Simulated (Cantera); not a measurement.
Mixture: CO : H2 : CH4 : O2 : N2 : H2O = 1 : 0.61 : 0.11 : 2.33 : 8.76 : 1.7 (molar parts), equivalence ratio 0.44, at 5.00 bar, adiabatic and at constant pressure. Ignition delay is the time to a rise of 400 K.

Model: GRI-Mech 3.0 (53 species, 325 reactions), integrated in Cantera.

Problem. Predict: delay at 1173 K; delay at 1223 K; delay at 1273 K; delay at 1323 K; delay at 1373 K; delay at 1423 K; delay at 1473 K; apparent activation energy between 1373 and 1473 K.

Solution. 
| Property | Value |
|---|---|
| delay at 1173 K | 0.371 ms |
| delay at 1223 K | 0.142 ms |
| delay at 1273 K | 63.4 µs |
| delay at 1323 K | 34.1 µs |
| delay at 1373 K | 21.7 µs |
| delay at 1423 K | 15.6 µs |
| delay at 1473 K | 12.1 µs |
| apparent activation energy between 1373 and 1473 K | 98 kJ/mol |
